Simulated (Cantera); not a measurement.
## Adiabatic ignition

An adiabatic, constant-volume homogeneous reactor starts with CH4 : O2 : N2 = 1 : 4.26 : 34.5 (molar parts), at 1575 K and 2480 Torr.

Model: GRI-Mech 3.0 (53 species, 325 reactions), integrated in Cantera.

```tsv
t (s)	T (K)	P (bar)	x CH4	x O2	x NO	x N2O	x C2H6
4.00e-6	1575	3.30	0.0251	0.107	<1e-12	4.37e-12	1.35e-10
1.12e-5	1575	3.30	0.0251	0.107	<1e-12	2.35e-11	3.90e-9
3.12e-5	1575	3.30	0.0251	0.107	<1e-12	1.40e-10	1.31e-7
8.71e-5	1575	3.30	0.0250	0.107	1.72e-12	8.23e-10	6.73e-6
0.000243	1588	3.33	0.0227	0.106	5.51e-11	9.74e-9	0.000323
0.000679	2254	4.73	<1e-12	0.0563	8.60e-5	9.51e-7	<1e-12
0.00190	2254	4.73	<1e-12	0.0562	0.000215	9.34e-7	<1e-12
0.00530	2253	4.73	<1e-12	0.0561	0.000564	9.31e-7	<1e-12
0.0148	2251	4.72	<1e-12	0.0556	0.00146	9.25e-7	<1e-12
0.0413	2245	4.71	<1e-12	0.0547	0.00339	9.15e-7	<1e-12
0.115	2238	4.69	<1e-12	0.0534	0.00599	9.07e-7	<1e-12
0.322	2235	4.69	<1e-12	0.0528	0.00714	9.05e-7	<1e-12
0.900	2235	4.69	<1e-12	0.0528	0.00719	9.05e-7	<1e-12
```
x: mole fraction; the columns are a selection and need not sum to one.

```json
{
  "time_of_steepest_temperature_rise": "0.319 ms",
  "temperature at 0.900 s": "2235 K",
  "equilibrium_temperature": "2235 K",
  "x(CH4) at 0.900 s": "<1e-12 (gas-phase equilibrium <1e-12)",
  "x(O2) at 0.900 s": "0.0528 (gas-phase equilibrium 0.0528)",
  "x(NO) at 0.900 s": "0.00719 (gas-phase equilibrium 0.00719)"
}
```
